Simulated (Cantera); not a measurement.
## Adiabatic ignition

An adiabatic, constant-volume homogeneous reactor starts with 11.7 % CH4, 18.1 % O2, 67.8 % N2, 2.35 % H2O, equivalence ratio 1.3, at 1800 K and 1.01 bar.

Detailed kinetics in Cantera: GRI-Mech 3.0 (53 species, 325 reactions).

```csv
t (s),T (K),P (bar),x CH4,x O2,x H2O,x CO2,x HCO
3.00e-6,1800,1.01,0.117,0.181,0.0235,2.00e-9,1.42e-10
8.05e-6,1799,1.01,0.117,0.181,0.0235,2.99e-8,1.65e-9
2.16e-5,1799,1.01,0.117,0.181,0.0237,6.24e-7,2.80e-8
5.79e-5,1804,1.02,0.113,0.179,0.0258,2.53e-5,1.09e-6
0.000155,2986,1.86,<1e-12,0.0102,0.154,0.0305,2.86e-7
0.000417,2992,1.86,<1e-12,0.00886,0.155,0.0302,2.86e-7
0.00112,2988,1.86,<1e-12,0.00847,0.155,0.0300,2.85e-7
0.00300,2988,1.86,<1e-12,0.00846,0.155,0.0300,2.85e-7
0.00805,2988,1.86,<1e-12,0.00846,0.155,0.0300,2.85e-7
0.0216,2988,1.86,<1e-12,0.00846,0.155,0.0300,2.85e-7
0.0579,2988,1.86,<1e-12,0.00846,0.155,0.0300,2.85e-7
0.155,2988,1.86,<1e-12,0.00846,0.155,0.0300,2.85e-7
0.417,2988,1.86,<1e-12,0.00846,0.155,0.0300,2.85e-7
1.12,2988,1.86,<1e-12,0.00846,0.155,0.0300,2.85e-7
3.00,2988,1.86,<1e-12,0.00846,0.155,0.0300,2.85e-7
```
x: mole fraction; the columns are a selection and need not sum to one.

| Item | Result |
|---|---|
| time of steepest temperature rise | 0.109 ms |
| temperature at 3.00 s | 2988 K |
| equilibrium temperature | 2988 K |
| x(CH4) at 3.00 s | <1e-12 (gas-phase equilibrium <1e-12) |
| x(O2) at 3.00 s | 0.00846 (gas-phase equilibrium 0.00846) |
| x(H2O) at 3.00 s | 0.155 (gas-phase equilibrium 0.155) |
